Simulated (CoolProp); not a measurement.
Saturation properties of carbon dioxide (Tc = 304.1 K, pc = 7.377 MPa, ω = 0.224).

The numbers come from the reference Helmholtz-energy equation of state, Span 1996 in CoolProp.

```
T (K)  p (MPa)  vapour density (kg/m³)  enthalpy of vaporisation (kJ/kg)  liquid cp (kJ/(kg K))  liquid viscosity (µPa s)  vapour viscosity (µPa s)
-----  -------  ----------------------  --------------------------------  ---------------------  ------------------------  ------------------------
227     0.7955                       …                             333.2                  1.985                       213                      11.4
230.9   0.9238                   24.06                             326.4                  2.001                       200                      11.6
234.7    1.063                   27.62                             319.6                  2.020                       188                      11.8
238.6    1.222                   31.71                             312.3                  2.042                       176                      12.0
242.5    1.397                   36.29                             304.8                  2.068                       166                      12.3
246.3    1.585                   41.26                             297.1                  2.098                       156                      12.5
250.2    1.796                   46.95                                 …                  2.134                       146                      12.7
254      2.022                   53.14                             280.5                  2.175                       138                         …
257.9    2.274                   60.24                             271.5                  2.225                       129                      13.3
```

Task: Some entries are withheld; supply them.

Result: 
- 227, vapour density (kg/m³): 20.79
- 250.2, enthalpy of vaporisation (kJ/kg): 288.9
- 254, vapour viscosity (µPa s): 13.0

Viscosity comes from a separate model (Laesecke 2017).
